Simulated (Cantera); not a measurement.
Cantera run:

```python
import numpy as np
import cantera as ct

gas_names = [...]  # 136 gases of nasa_gas.yaml made of C, H, N, O
cond_names = """
    C(gr) C6H6(L) C7H8(L) C8H18(L),n-octa H2O(s) H2O(L)
""".split()


# ... load() reads the species with a 1 bar reference pressure and builds the phases ...
atoms = {
    'C2H4': {'C': 2, 'H': 4},
    'CO2': {'C': 1, 'O': 2},
    'N2': {'N': 2},
}
top_T = {'C(gr)': 4500}  # K; cautious upper limits of use, not melting points


# ... equilibrate(T, P, feed) seeds the gas with the atoms and calls Mixture.equilibrate('TP', solver="vcs", rtol=1e-11, max_steps=5000) ...
results = []
feed = {'C2H4': 1, 'CO2': 1, 'N2': 10}  # mol
T = 1298.15  # K
P = 13332.2  # Pa
mix = equilibrate(T, P, feed)
results.append((T, P, feed, dict(zip(mix.species_names, mix.species_moles))))
x = sorted(zip(gas.X, gas.species_names), reverse=True)
print(f"T = {T:g} K  P = {P:g} Pa  gas = {mix.phase_moles(0):.4g} mol")
print("   x: " + "  ".join(f"{s} {v:.3e}" for v, s in x if v > 1e-06))
print("   condensed (mol): " + ("  ".join(f"{mix.phase(i).name} {mix.phase_moles(i):.4g}"
      for i in range(1, mix.n_phases) if mix.phase_moles(i) > 1e-12) or "none"))
```

Output:

```
T = 1298.15 K  P = 13332.2 Pa  gas = 14 mol
   x: N2 7.143e-01  CO 1.428e-01  H2 1.428e-01  HCN 6.497e-05  H2O 2.523e-05  CH4 2.163e-05  CO2 1.438e-05  H 1.111e-06
   condensed (mol): C(gr) 0.9993
```

These are equilibrium values from Cantera (NASA tables, ideal gas, pure condensed phases), not measurements of a reactor.
